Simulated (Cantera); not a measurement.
A Cantera script and what it prints.

```python
import numpy as np
import cantera as ct

gas_names = """
    NO ZrO2 N O3
""".split()
cond_names = """
    Zr(a) Zr(b) Zr(L) ZrN(s) ZrN(L)
""".split()


def load(file, names, dense=False):
    # The tables refer to 1 bar. Condensed volumes are neglected.
    table = {s.name: s for s in ct.Species.list_from_file(file)}
    out = []
    for n in names:
        d = dict(table[n].input_data)
        d["thermo"] = dict(d["thermo"], **{"reference-pressure": 1e5})
        if dense:
            d["equation-of-state"] = {"model": "constant-volume", "density": "1e6 g/cm^3"}
        out.append(ct.Species.from_dict(d))
    return out


species = {s.name: s for s in load("nasa_gas.yaml", gas_names) + load("nasa_condensed.yaml", cond_names)}
# Each term lists the table entries of one substance; the one whose range holds T is used.
reactions = {
    'Zr + 2 NO(g) = ZrO2(g) + 2 N(g)':
        [(-1, ['Zr(a)', 'Zr(b)', 'Zr(L)']), (-2, ['NO']), (1, ['ZrO2']), (2, ['N'])],
    'ZrN + O3(g) = NO(g) + ZrO2(g)':
        [(-1, ['ZrN(s)', 'ZrN(L)']), (-1, ['O3']), (1, ['NO']), (1, ['ZrO2'])],
}


def pick(names, T):
    return next(species[n] for n in names if species[n].thermo.min_temp <= T <= species[n].thermo.max_temp)


results = []
for label, terms in reactions.items():
    print(label)
    print("     T/K   dH/kJ  dS/(J/K)   dG/kJ   log10 K")
    for T in [1350, 1500, 1650, 1800, 1950, 2100]:
        used = [(nu, pick(names, T)) for nu, names in terms]
        dH = sum(nu * s.thermo.h(T) for nu, s in used) / 1e6
        dS = sum(nu * s.thermo.s(T) for nu, s in used) / 1e3
        dG = dH - T * dS / 1e3
        logK = -dG * 1e6 / (ct.gas_constant * T * np.log(10))
        results.append((label, T, dH, dS, dG, logK, [s.name for _, s in used]))
        print(f"{T:8g} {dH:8.1f} {dS:8.1f} {dG:8.1f} {logK:8.2f}")
```

It prints:

```
Zr + 2 NO(g) = ZrO2(g) + 2 N(g)
     T/K   dH/kJ  dS/(J/K)   dG/kJ   log10 K
    1350    474.7    120.8    311.5   -12.05
    1500    474.4    120.7    293.4   -10.22
    1650    473.9    120.4    275.3    -8.72
    1800    473.2    119.9    257.3    -7.47
    1950    472.1    119.4    239.4    -6.41
    2100    470.8    118.7    221.5    -5.51
ZrN + O3(g) = NO(g) + ZrO2(g)
     T/K   dH/kJ  dS/(J/K)   dG/kJ   log10 K
    1350     12.2    185.7   -238.6     9.23
    1500      9.0    183.5   -266.3     9.27
    1650      5.4    181.3   -293.6     9.30
    1800      1.4    178.9   -320.6     9.30
    1950     -3.3    176.4   -347.3     9.30
    2100     -8.6    173.8   -373.6     9.29
```

Cantera with NASA thermochemical tables; ideal gases at 1 bar, condensed phases pure. ZrN: taken at fixed stoichiometry. Condensed species are held in their standard states even where they would react or evaporate.
